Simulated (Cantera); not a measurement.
Input: 1 mol Cr2O3, 2000 mol H2, at 0.133 bar.

Cantera equilibrium calculation (NASA polynomials, part measured and part estimated; ideal gas, pure solids and liquids). Candidate condensed phases: Cr, Cr2O3, H2O; 13 gas species. Mutual solubility and eutectic melting of coexisting phases are not modelled. Rates play no part.

Problem. What share of the Cr ends up in condensed phases as a function of T (K), at 975, 1175, 1375, 1575, 1775, 1975, 2175?

Solution. 
```csv
T (K),Cr condensed (%),as
975,100.0,Cr(s) + Cr2O3(s)
1175,100.0,Cr(s) + Cr2O3(s)
1375,100.0,Cr(s) + Cr2O3(s)
1575,98.2,Cr(s)
1775,51.2,Cr(s)
1975,0.0,-
2175,0.0,-
```
